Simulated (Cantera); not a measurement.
# Equilibrium for metals in furnace atmospheres: Cu + O₂ + CO + H₂O

Input: 1 mol Cu, 0.0012 mol O₂, 3.3 mol CO, 0.011 mol H₂O, at 1073 K and 7.70 mbar.

Equilibrium computed with Cantera from the NASA thermochemical tables; the gas is ideal and each condensed phase is pure. Candidate condensed phases: C, C₆H₆, C₇H₈, C₈H₁₈, Cu, CuO, Cu(OH)₂, Cu₂O, H₂O; 113 gas species. Equilibrium is a limit: real reactors are often held back by kinetics, nucleation or transport.

```yaml
x(CO): 0.993
x(CO₂): 0.00403
x(H₂): 0.00331
x(H₂O): 1.24e-5
n(Cu(s)): 1.00 mol
gas_amount: 3.311 mol
log10 activity of C(graphite) (absent): -0.58
log10 activity of Cu(OH)₂(s) (absent): -18.98
```
